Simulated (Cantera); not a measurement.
Input: 1 mol Si, 1.2 mol N2O, 94 mol H2, at 1527 °C and 79.0 Pa.

Equilibrium computed with Cantera from the NASA thermochemical tables; the gas is ideal and each condensed phase is pure. Candidate condensed phases: H2O, Si, SiO2, Si2N2O, Si3N4; 35 gas species. The numbers say what is thermodynamically allowed, not how fast it happens.

Base state: H2 0.963, H 0.0125, N2 0.0124, SiO 0.0103, H2O 0.00206 (mole fractions); condensed: gas only.

**Question.** What changes in the equilibrium state with this change: pressure from 79.0 Pa to 600000 Pa?

**Answer.** 
```tsv
species	before	after
H2	0.963	0.989
N2	0.0124	0.00990
SiO	0.0103	0.000737
H	0.0125	0.000145
NH3	2.42e-9	1.71e-5
H2O	0.00206	0.000491
SiO2(condensed), mol	0	0.412
Si2N2O(s), mol	0	0.259
```
Mutual solubility and eutectic melting of coexisting phases are not modelled. The tables hold silica as quartz up to 1696 K and as liquid above; real silica turns to tridymite and cristobalite and melts near 1996 K.

**Question.** What changes in the equilibrium state with this change: pressure from 79.0 Pa to 110000 Pa?

**Answer.** 
```json
[
 {"species": "H2", "before": "0.963", "after": "0.981"},
 {"species": "N2", "before": "0.0124", "after": "0.0119"},
 {"species": "SiO", "before": "0.0103", "after": "0.00666"},
 {"species": "H", "before": "0.0125", "after": "0.000338"},
 {"species": "H2O", "before": "0.00206", "after": "0.000294"},
 {"species": "SiO2(condensed), mol", "before": "0", "after": "0.235"},
 {"species": "Si2N2O(s), mol", "before": "0", "after": "0.0634"}
]
```
Mutual solubility and eutectic melting of coexisting phases are not modelled. The tables hold silica as quartz up to 1696 K and as liquid above; real silica turns to tridymite and cristobalite and melts near 1996 K.
